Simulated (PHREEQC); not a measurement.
Synthetic water in mmol/kgw, 25 °C, pH 3.32, pe 10.2:

```csv
constituent,mmol/kgw
Na,6.36
K,0.257
Ca,17
Mg,0.0396
Cl,5.03
S(6),18.8
Sr,0.036
Li,0.954
```

Cl is adjusted to close the charge balance.
Valence states are taken as typed.

Computed with PHREEQC (ion-association model, phreeqc.dat).

**Question.** The ionic strength comes out as 0.0557 mol/kgw. What activity coefficients do Cl-, Ca+2, Mg+2, SO4-2, NaSO4- get?

**Answer.** Cl- 0.81, Ca+2 0.46, Mg+2 0.47, SO4-2 0.45, NaSO4- 0.82.

This is a speciation only: nothing precipitates in the calculation. Saturation is exceeded, for instance for Gypsum; the values hold only as long as no solid forms. Species that the database lacks are ignored.
